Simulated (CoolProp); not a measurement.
Vapour-liquid equilibrium of carbon dioxide (1) + sulfur dioxide (2) at 274.4 K; x and y are mole fractions of (1).

Values from CoolProp's multi-fluid Helmholtz-energy mixture model, Span 1996 and Gao 2016; pair parameters Bell 2016.

```json
[
 {"x": "0.05", "bubble pressure (kPa)": "360.6", "y at the bubble point": "0.552", "dew pressure at overall composition x (kPa)": "172.2", "liquid density (mol/L)": "22.42"},
 {"x": "0.15", "bubble pressure (kPa)": "748.5", "y at the bubble point": "0.793", "dew pressure at overall composition x (kPa)": "___", "liquid density (mol/L)": "22.55"},
 {"x": "0.25", "bubble pressure (kPa)": "1119", "y at the bubble point": "0.867", "dew pressure at overall composition x (kPa)": "217.7", "liquid density (mol/L)": "___"},
 {"x": "0.35", "bubble pressure (kPa)": "1465", "y at the bubble point": "0.904", "dew pressure at overall composition x (kPa)": "250.6", "liquid density (mol/L)": "22.73"},
 {"x": "0.45", "bubble pressure (kPa)": "1787", "y at the bubble point": "0.926", "dew pressure at overall composition x (kPa)": "___", "liquid density (mol/L)": "22.75"},
 {"x": "0.55", "bubble pressure (kPa)": "2089", "y at the bubble point": "0.942", "dew pressure at overall composition x (kPa)": "358.7", "liquid density (mol/L)": "22.71"},
 {"x": "0.65", "bubble pressure (kPa)": "___", "y at the bubble point": "0.955", "dew pressure at overall composition x (kPa)": "457.0", "liquid density (mol/L)": "22.59"},
 {"x": "0.75", "bubble pressure (kPa)": "2678", "y at the bubble point": "0.966", "dew pressure at overall composition x (kPa)": "629.0", "liquid density (mol/L)": "22.36"},
 {"x": "0.85", "bubble pressure (kPa)": "2999", "y at the bubble point": "0.978", "dew pressure at overall composition x (kPa)": "1004", "liquid density (mol/L)": "___"},
 {"x": "0.95", "bubble pressure (kPa)": "3377", "y at the bubble point": "___", "dew pressure at overall composition x (kPa)": "2269", "liquid density (mol/L)": "21.35"}
]
```

**Question.** Fill in the missing entries.

**Answer.** 
- 0.15, dew pressure at overall composition x (kPa): 192.4
- 0.25, liquid density (mol/L): 22.66
- 0.45, dew pressure at overall composition x (kPa): 295.1
- 0.65, bubble pressure (kPa): 2381
- 0.85, liquid density (mol/L): 21.97
- 0.95, y at the bubble point: 0.992

No azeotrope shows between x = 0.05 and 0.95.

Pair parameters are fitted to limited data, so mixtures are less certain than the pure fluids. The gap from Raoult's law changes sign with composition, which may be real or a fault of the pair parameters; it wasn't checked against measurements.
